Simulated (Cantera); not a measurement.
**Ignition delay**

Mixture: 8.06 % CH4, 16.1 % O2, 75.8 % N2, equivalence ratio 1.0, at 0.750 bar, adiabatic and at constant pressure. Ignition delay is the time to a rise of 400 K.

Cantera simulation using GRI-Mech 3.0 (53 species, 325 reactions); the numbers are that mechanism's predictions, not measurements.

| T0 (K) | delay (ms) |
|---|---|
| 1323 | 13.4 |
| 1373 | 7.20 |
| 1423 | 4.00 |
| 1473 | 2.32 |
| 1523 | 1.40 |
| 1573 | 0.878 |
| 1623 | 0.575 |
| 1673 | 0.390 |
| 1723 | 0.273 |

The apparent activation energy between 1623 and 1723 K is 170 kJ/mol.
